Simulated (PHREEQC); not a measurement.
Solution (20 °C): 0.0037 mol/kgw HF and 0.046 mol/kgw NaF. Closed to the air; pH follows from the charge balance.

All values are PHREEQC results (ion-association model, wateq4f.dat), not measurements.

Each row changes one thing in this solution. No solid was allowed to form.

| case | pH | ionic strength (mol/kgw) | F- (mol/kgw) | HF (mol/kgw) | NaF (mol/kgw) | HF2- (mol/kgw) |
|---|---|---|---|---|---|---|
| as made | 4.21 | 0.0453 | 0.0448 | 0.00306 | 0.000784 | 0.000509 |
| NaF from 0.046 to 0.0092 mol/kgw | 3.56 | 0.00946 | 0.00935 | (withheld) | 4.02e-5 | 0.000111 |
| HF from 0.0037 to 0.0185 mol/kgw | (withheld) | 0.0456 | 0.0433 | 0.0145 | (withheld) | 0.00233 |
| temperature from 20 to 80 °C | 4.71 | 0.0453 | 0.0447 | 0.00308 | 0.000747 | 0.000595 |
| HF replaced by Cu(BF4)2 at the same molality | 4.37 | 0.0544 | 0.0442 | (withheld) | 0.000751 | 0.000340 |

Problem. Fill in the missing entries.

Solution. 
- NaF from 0.046 to 0.0092 mol/kgw, HF (mol/kgw): 0.00322
- HF from 0.0037 to 0.0185 mol/kgw, pH: 3.52
- HF from 0.0037 to 0.0185 mol/kgw, NaF (mol/kgw): 0.000758
- HF replaced by Cu(BF4)2 at the same molality, HF (mol/kgw): 0.00206

Complexes and solids missing from the database can't appear. At this temperature some constants are extrapolated from 25 °C, and those without enthalpy data are left unchanged. Real BF4- forms and hydrolyses slowly; the run takes it at equilibrium.
